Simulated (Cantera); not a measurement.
**Ignition delay**

Mixture: 9.03 % CO, 10.8 % H2, 16.8 % O2, 63.3 % N2, equivalence ratio 0.59, at 18.0 bar, adiabatic and at constant volume. Ignition delay is the time to a rise of 400 K.

Computed with Cantera and GRI-Mech 3.0 (53 species, 325 reactions). The hydrogen kinetics of GRI-Mech 3.0 are dated; newer H2 mechanisms differ, most at raised pressure. The pressure lies above the range GRI-Mech 3.0 was tuned for (to about 10 atm). Where the delays flatten at high temperature, the 400 K rule measures the pace of heat release, not the induction time.

```csv
T0 (K),delay (ms)
1250,0.0250
1300,0.00845
1350,0.00379
1400,0.00228
1450,0.00160
1500,0.00122
1550,0.000984
1600,0.000823
1650,0.000707
1700,0.000621
```

```yaml
apparent activation energy between 1600 and 1700 K: 63 kJ/mol
```
